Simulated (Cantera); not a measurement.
Input: 1 mol Cr2O3, a varied amount of H2, equilibrated at 10.0 Torr.

Equilibrium computed with Cantera from the NASA thermochemical tables; the gas is ideal and each condensed phase is pure. Candidate condensed phases: Cr, Cr2O3, H2O; 13 gas species. Mutual solubility and eutectic melting of coexisting phases are not modelled. Kinetics and transport are ignored.

Q: What condenses at these points (T in K, n(H2) in mol): (1023, 20); (1123, 7.2); (873, 7.2); (1273, 33); (923, 7.2)?

A: 
```
T (K)  n(H2) in mol  condensed phases  Cr condensed (%)
-----  ------------  ----------------  ----------------
1023             20             Cr2O3             100.0
1123            7.2        Cr + Cr2O3             100.0
873             7.2             Cr2O3             100.0
1273             33        Cr + Cr2O3             100.0
923             7.2             Cr2O3             100.0
```
